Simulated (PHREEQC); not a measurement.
HF is added in steps, without added water, to 1 kg of water holding 0.091 mol/kgw Pb(NO3)2 and 6.4e-05 mol/kgw Zn(NO3)2, at 15 °C. Oxygen alone is held at its pressure in air (log pO2 = -0.68). The system is closed to CO2. Solids allowed: PbF2, Zn(OH)2-a, Litharge, ZnF2. Others were left out.

Base run: PHREEQC, ion-association model, wateq4f.dat. Each further column changes one thing. The table gives F- (mol/kgw).

```
HF added (mol)      base  Pb(NO3)2 left out  Pb(NO3)2 replaced by NaNO3 at the same molality  Pb(NO3)2 from 0.091 to 0.0455 mol/kgw  no solid may form
--------------  --------  -----------------  -----------------------------------------------  -------------------------------------  -----------------
0                      0                  0                                                0                                      0                  0
0.0001375        9.85e-5           0.000120                                         0.000122                               0.000105            9.85e-5
0.0004125       0.000268           0.000302                                         0.000319                               0.000281           0.000268
0.00055         0.000343           0.000378                                         0.000404                               0.000357           0.000343
0.0006875       0.000412           0.000447                                         0.000482                               0.000428           0.000412
0.0009625       0.000540           0.000572                                         0.000624                               0.000557           0.000540
0.0011          0.000599           0.000628                                         0.000689                               0.000617           0.000599
0.001238        0.000656           0.000682                                         0.000751                               0.000674           0.000656
0.001512        0.000763           0.000783                                         0.000866                               0.000780           0.000763
0.00165         0.000813           0.000830                                         0.000921                               0.000831           0.000813
0.001788        0.000862           0.000875                                         0.000974                               0.000879           0.000862
0.002063        0.000955           0.000961                                          0.00107                               0.000972           0.000955
0.0022          0.001000            0.00100                                          0.00112                                0.00102           0.001000
```

 Solids allowed in the column 'Pb(NO3)2 left out': Zn(OH)2-a, ZnF2. Solids allowed in the column 'Pb(NO3)2 replaced by NaNO3 at the same molality': Zn(OH)2-a, ZnF2.
